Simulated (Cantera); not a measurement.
**Thermodynamics of iron carbonyl, mercury and lead vapours, feed Pb + CO + N2**

Feed: 1 mol Pb, 0.18 mol CO, 4.9 mol N2, equilibrated at 3080 Torr.

Method: chemical equilibrium by Gibbs-energy minimisation in Cantera with the NASA 1993 tables (ideal gas, pure condensed phases). Candidate condensed phases: C, Pb, PbO, PbO2, Pb3O4; 27 gas species. Equilibrium is a limit: real reactors are often held back by kinetics, nucleation or transport.

From 800 K to 1200 K the condensed part is C(graphite) + Pb(l). The main Pb-bearing gas is Pb throughout.

| T (K) | x N2 | x CO | x CO2 | x Pb | x Pb2 | n C(graphite) | n Pb(l) |
|---|---|---|---|---|---|---|---|
| 800 | 0.979 | 0.00608 | 0.0149 | 1.50e-8 | <1e-12 | 0.0748 | 1.00 |
| 850 | 0.976 | 0.0117 | 0.0121 | 7.76e-8 | <1e-12 | 0.0606 | 1.00 |
| 900 | 0.973 | 0.0191 | 0.00833 | 3.34e-7 | <1e-12 | 0.0420 | 1.000 |
| 950 | 0.969 | 0.0262 | 0.00471 | 1.23e-6 | 1.76e-12 | 0.0238 | 1.000 |
| 1000 | 0.967 | 0.0310 | 0.00224 | 3.95e-6 | 1.24e-11 | 0.0114 | 1.000 |
| 1050 | 0.966 | 0.0335 | 0.000984 | 1.13e-5 | 7.27e-11 | 0.00499 | 1.000 |
| 1100 | 0.965 | 0.0346 | 0.000433 | 2.96e-5 | 3.60e-10 | 0.00220 | 1.000 |
| 1150 | 0.965 | 0.0350 | 0.000199 | 7.07e-5 | 1.54e-9 | 0.00101 | 1.000 |
| 1200 | 0.965 | 0.0352 | 9.62e-5 | 0.000157 | 5.85e-9 | 0.000489 | 0.999 |
x: gas mole fraction; n: condensed amount in mol.
